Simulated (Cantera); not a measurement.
Source: NASA polynomial tables (part measured, part estimated), evaluated in Cantera. Values are per mole of reaction as written; species without (g) are pure solids or liquids, kept so even where they would boil at 1 bar.

**Question.** Between 400 and 2000 K, where is each reaction favourable under standard conditions?
- H2(g) + 2 Ta2O5 ⇌ H2O2(g) + 4 TaO2(g)

**Answer.** 
- H2(g) + 2 Ta2O5 ⇌ H2O2(g) + 4 TaO2(g): ΔG° is 2778 kJ at 400 K and 1480 kJ at 2000 K; it stays positive (K < 1). ΔH° is 2965 kJ and ΔS° 743 J/K at 2000 K.
